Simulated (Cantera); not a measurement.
Input: 1 mol Fe3O4, 1.7 mol CO, at 2175 K.

Method: chemical equilibrium by Gibbs-energy minimisation in Cantera with the NASA 1993 tables (ideal gas, pure condensed phases). Candidate condensed phases: C, Fe, Fe(CO)5, FeO, Fe2O3, Fe3O4; 15 gas species. The tables' stoichiometric FeO is somewhat more stable than real wüstite, so its field is too wide. FeO: taken at fixed stoichiometry. Equilibrium is a limit: real reactors are often held back by kinetics, nucleation or transport.

Which condensed phases are stable at each of these points (P (Pa)): 10, 42, 180, 750, 3200, 13000, 56000, 240000, 1000000?


```tsv
P (Pa)	condensed phases	Fe condensed (%)
10	gas only	0.0
42	FeO(l)	47.3
180	FeO(l)	93.9
750	FeO(l)	98.7
3200	FeO(l)	99.7
13000	FeO(l)	99.9
56000	FeO(l)	100.0
240000	FeO(l)	100.0
1000000	FeO(l)	100.0
```

At 10.0 Pa nothing is condensed. From 42.0 Pa to 10.0 bar the condensed part is FeO(l).
